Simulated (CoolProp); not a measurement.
A single-stage vapour-compression cycle with R141b: evaporating at 276.15 K (dew point), condensing at 343.15 K (bubble point), superheat 5 K, subcooling 2 K, compressor efficiency 0.8, no pressure losses. Each further row changes one setting.

The numbers come from the reference Helmholtz-energy equation of state, Lemmon 2006 in CoolProp. It is a short technical equation, of lower accuracy than the large ones.

```
case                              cooling COP  pressure ratio  discharge temperature (K)  refrigerating effect (kJ/kg)  volumetric capacity (kJ/m³)
--------------------------------  -----------  --------------  -------------------------  ----------------------------  ---------------------------
as stated                                2.63            10.1                      365.8                           164                          268
evaporating temperature 281.15 K         2.95            8.13                      363.4                           167                          335
condensing temperature 338.15 K          2.91             ___                      360.5                           170                          278
subcooling 7 K                            ___            10.1                      365.8                           170                          278
superheat 15 K                           2.65            10.1                      376.8                           171                          ___
compressor efficiency 0.7                 ___            10.1                      375.7                           164                          268
```

Question: Fill in the missing entries.

Answer: 
- condensing temperature 338.15 K, pressure ratio: 8.82
- subcooling 7 K, cooling COP: 2.73
- superheat 15 K, volumetric capacity (kJ/m³): 270
- compressor efficiency 0.7, cooling COP: 2.30
